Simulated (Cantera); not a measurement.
Feed: 1 mol C6H6, 0.02 mol NH3, a varied amount of H2, held at 32.0 bar.

These are equilibrium values from Cantera (NASA tables, ideal gas, pure condensed phases), not measurements of a reactor. Candidate condensed phases: C, C6H6, C7H8, C8H18; 92 gas species. The ideal-gas law is rough above about 30 bar. The numbers say what is thermodynamically allowed, not how fast it happens.

Problem. What condenses at these points (T in K, n(H2) in mol): (1323, 41); (1723, 69); (1923, 63); (1523, 57); (1023, 24)?

Solution. 
```
T (K)  n(H2) in mol  condensed phases  C condensed (%)
-----  ------------  ----------------  ---------------
1323             41                 C              1.3
1723             69                 C             64.2
1923             63                 C             80.9
1523             57                 C             39.2
1023             24          gas only              0.0
```
